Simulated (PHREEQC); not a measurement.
Make-up at 55 °C: 0.32 mol CdCl2 and 0.00025 mol H2SO4 per kg of water. Closed to the air; pH follows from the charge balance.

All values are PHREEQC results (ion-association model, wateq4f.dat), not measurements.

This is a speciation only: nothing precipitates in the calculation.

### Question
Order these S species by the share of S that they hold, largest first: Cd(SO4)2-2, HSO4-, SO4-2, CdSO4.

### Answer
SO4-2 (60 %), CdSO4 (38 %), HSO4- (1.6 %), Cd(SO4)2-2 (0.10 %)

The pH is 3.41 and the ionic strength 0.276 mol/kgw. At this temperature some constants are extrapolated from 25 °C, and those without enthalpy data are left unchanged.
